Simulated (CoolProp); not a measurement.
The fluid at 298.15 K and 0.483 MPa flows at 0.23 m/s in a round tube of 10 mm bore and 15 µm roughness, fully developed (64/Re and Nu = 3.66 if laminar; Colebrook and Gnielinski if turbulent). The same conditions are run with several fluids, on thermodynamics alone (safety and materials aside).

Model: reference Helmholtz-energy equation of state of each fluid (R236EA: Rui 2013; n-butane: Bücker 2006; n-decane: Lemmon 2006; ethanol: Schroeder 2014), in CoolProp.

Problem. Rank R236EA, n-butane, n-decane, ethanol by Reynolds number, highest first.

Solution. R236EA (8530), n-butane (8300), n-decane (1960), ethanol (1670)

```csv
fluid,Darcy friction factor,pressure drop (Pa/m),heat-transfer coefficient (W/(m² K)),mass flow (kg/h)
R236EA,0.0343,129,533,92.8
n-butane,0.0345,52.3,565,37.3
n-decane,0.0326,62.7,47.4,47.3
ethanol,0.0384,79.9,59.9,51.1
```

Transport values come from each fluid's own correlations; those of R236EA are estimates that may be off by 10 % or more.
